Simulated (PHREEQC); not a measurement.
PHREEQC input (ion-association model, wateq4f.dat):

```
SOLUTION_MASTER_SPECIES
  An  An-  0  An  62.0  # stands for a non-complexing anion
SOLUTION_SPECIES
  An- = An-
    -log_k 0
    -gamma 3.0 0
PHASES
  Fix_H+
    H+ = H+
    -log_k 0
SOLUTION 1
  temp 25
  units mmol/kgw
  pH 7 charge
  Cl 1.16
  Zn 0.58
  S(6) 0.73069
  Na 6.46
  Ag 0.00138
  An 5
END
SELECTED_OUTPUT 1
  -reset false
  -pH true
  -pe true
  -ionic_strength true
  -water true
  -totals Ag Cl Na S Zn S(-2) S(6)
  -molalities Hfo_wOH Hfo_wOH2+ Hfo_wO- Hfo_sOH Hfo_sOH2+ Hfo_sO- Hfo_sOZn+ Hfo_wOZn+ Hfo_sOAg Hfo_wOAg
    Hfo_wSO4- Hfo_wOHSO4-2
  -saturation_indices Zn(OH)2-e Zn4(OH)6SO4 Zn5(OH)8Cl2 Cerargyrite Ag2O Ag2SO4 Halite Mirabilite Goslarite
USER_PUNCH 1
  -headings sigma psi
  10 PUNCH EDL("sigma", "Hfo"), EDL("psi", "Hfo")
PRINT
  -reset false
USE solution 1
SURFACE 1
  Hfo_wOH 0.000292135 600 0.13
  Hfo_sOH 7.30337e-06
EQUILIBRIUM_PHASES 1
  Fix_H+ -4 HAn 10
    -force_equality true
  O2(g) -0.68 10
END
# ... the last block is repeated for the other 16 points of pH, with NaOH or the acid as the point needs
```

Selected output (columns that matter, 17 of 17 rows; pH added in front):

```
pH	mu	Ag	Na	S	Zn	si_Zn(OH)2-e	si_Zn4(OH)6SO4	si_Zn5(OH)8Cl2	si_Cerargyrite	si_Ag2O	si_Halite	si_Mirabilite	si_Goslarite	sigma
4	0.008753	1.38e-06	0.00646	0.00059509	0.00057986	-6.9244	-21.526	-29.58	0.394	-17.334	-6.7937	-6.7805	-4.8936	0.02759
4.5	0.0086807	1.3799e-06	0.00646	0.00060015	0.00057885	-5.925	-18.522	-25.583	0.394	-16.334	-6.7934	-6.774	-4.8879	0.026675
5	0.0086551	1.3798e-06	0.00646	0.0006116	0.00057512	-4.9282	-15.526	-21.599	0.394	-15.334	-6.7933	-6.7647	-4.8819	0.024957
5.5	0.0086479	1.3797e-06	0.00646	0.00063103	0.00057036	-3.9327	-12.53	-17.621	0.394	-14.334	-6.7933	-6.7506	-4.8723	0.022276
6	0.008611	1.3796e-06	0.00646	0.00065464	0.00055203	-2.9479	-9.5733	-13.697	0.3939	-13.334	-6.7932	-6.7334	-4.8704	0.019404
6.5	0.0084959	1.3791e-06	0.0064934	0.00066955	0.00049519	-1.9959	-6.7521	-9.9364	0.3939	-12.335	-6.7904	-6.7154	-4.9053	0.018479
7	0.0084551	1.378e-06	0.0066063	0.00067078	0.00044066	-1.0491	-3.9618	-6.2026	0.3936	-11.336	-6.7828	-6.6969	-4.9552	0.020727
7.5	0.0084365	1.3767e-06	0.006675	0.00067423	0.00041473	-0.0861	-1.1058	-2.3873	0.3932	-10.336	-6.7782	-6.6841	-4.9883	0.024283
8	0.0084373	1.3751e-06	0.0067829	0.00068812	0.00040802	0.8555	1.6714	1.3203	0.3926	-9.3374	-6.7715	-6.6593	-5.0359	0.027448
8.5	0.0083888	1.372e-06	0.0071073	0.00070945	0.00041396	1.6113	3.7142	4.0992	0.3916	-8.3394	-6.7511	-6.5989	-5.2604	0.026822
9	0.008334	1.361e-06	0.0074873	0.00072584	0.00042403	1.9397	4.0446	4.7421	0.3881	-7.3472	-6.728	-6.5368	-5.9152	0.01901
9.5	0.0083506	1.3248e-06	0.0076273	0.00073008	0.00042958	2.0108	3.3328	4.0978	0.3762	-6.3716	-6.7198	-6.517	-6.8403	0.0099814
10	0.0084372	1.2201e-06	0.0077373	0.00073062	0.00043271	2.0175	2.3593	3.1313	0.3394	-5.4449	-6.7138	-6.5053	-7.8339	0.0029653
10.5	0.0087073	9.6925e-07	0.008015	0.00073068	0.00043555	1.9929	1.2583	2.0073	0.2361	-4.6505	-6.6996	-6.4784	-8.8611	-0.0034342
11	0.0095446	5.6581e-07	0.008858	0.00073069	0.0004396	1.9108	-0.0778	0.5934	-0.0088	-4.1371	-6.6595	-6.4027	-9.951	-0.012086
11.5	0.012138	2.2076e-07	0.011455	0.00073069	0.00044807	1.71	-1.9023	-1.4201	-0.4595	-4.0287	-6.5574	-6.2107	-11.174	-0.030182
12	0.020397	7.4692e-08	0.019704	0.00073069	0.00047163	1.3329	-4.4648	-4.3304	-1.1054	-4.2955	-6.3459	-5.8182	-12.606	-0.08242
```

Along this series the solution becomes supersaturated in solids that the run did not let form, among them Zn(OH)2-e, Zn4(OH)6SO4, Zn5(OH)8Cl2, Cerargyrite.
